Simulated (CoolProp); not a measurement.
Vapour-liquid equilibrium of R13 (1) + propylene (2) at 1.18 MPa; x and y are mole fractions of (1).

Computed with CoolProp (multi-fluid Helmholtz-energy mixture model, Platzer 1990 and Lemmon 2013; pair parameters Bell 2016). This equation is an older, rougher fit; its heat capacities, sound speeds and derivatives of the liquid may be far off and weren't checked against measurements.

| x | bubble temperature, mixture model (°C) | bubble temperature, Raoult's law (°C) | y, mixture model | y, Raoult's law |
|---|---|---|---|---|
| 0.05 | 20.1 | 21.9 | ? | 0.141 |
| 0.2 | 7.0 | 11.8 | 0.452 | 0.446 |
| 0.35 | -1.5 | 3.7 | 0.620 | 0.641 |
| 0.5 | ? | -3.0 | 0.728 | 0.774 |
| 0.65 | -11.5 | -8.6 | 0.812 | 0.867 |
| 0.8 | ? | -13.4 | 0.889 | 0.935 |
| 0.95 | ? | -17.6 | ? | 0.986 |

Task: Fill in the missing entries.

Result: 
- 0.05, y, mixture model: 0.151
- 0.5, bubble temperature, mixture model (°C): -7.2
- 0.8, bubble temperature, mixture model (°C): -15.0
- 0.95, bubble temperature, mixture model (°C): -18.0
- 0.95, y, mixture model: 0.970

The largest gap from Raoult's law is -5.2 K in bubble temperature, at x = 0.35. No azeotrope shows between x = 0.05 and 0.95.

Pair parameters are fitted to limited data, so mixtures are less certain than the pure fluids.
